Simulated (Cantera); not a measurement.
Input: 1 mol CCl₄, 0.0089 mol Si, a varied amount of H₂, at 1750 K and 28.5 Torr.

These are equilibrium values from Cantera (NASA tables, ideal gas, pure condensed phases), not measurements of a reactor. Candidate condensed phases: C, C₆H₆, C₇H₈, C₈H₁₈, Si, SiC; 109 gas species. The tables' values for SiCl₃ are old estimates; treat these amounts as uncertain. The numbers say what is thermodynamically allowed, not how fast it happens.

log p: log10 of the partial pressure in bar; n: condensed amount in mol.

| n(H₂) (mol) | log p HCl | log p Cl | log p H₂ | log p Cl₂ | log p SiCl₄ | n C(graphite) |
|---|---|---|---|---|---|---|
| 0.4 | -2.04 | -1.67 | -8.23 | -2.13 | -4.00 | 1.000 |
| 0.54 | -1.92 | -1.71 | -7.92 | -2.20 | -4.01 | 1.000 |
| 0.72 | -1.81 | -1.76 | -7.59 | -2.31 | -4.02 | 1.000 |
| 0.98 | -1.69 | -1.85 | -7.18 | -2.48 | -4.04 | 1.000 |
| 1.3 | -1.59 | -1.99 | -6.68 | -2.77 | -4.06 | 1.000 |
| 1.8 | -1.46 | -2.50 | -5.42 | -3.78 | -4.09 | 1.000 |
| 2.4 | -1.47 | -3.99 | -2.44 | -6.77 | … | 1.000 |
| 3.2 | -1.54 | -4.26 | -2.05 | -7.30 | … | 1.000 |
| 4.4 | -1.63 | -4.45 | -1.84 | -7.69 | … | 0.999 |

Question: Complete the blanks.

Answer: 
- 2.4, log p SiCl₄: -4.95
- 3.2, log p SiCl₄: -5.46
- 4.4, log p SiCl₄: -5.90
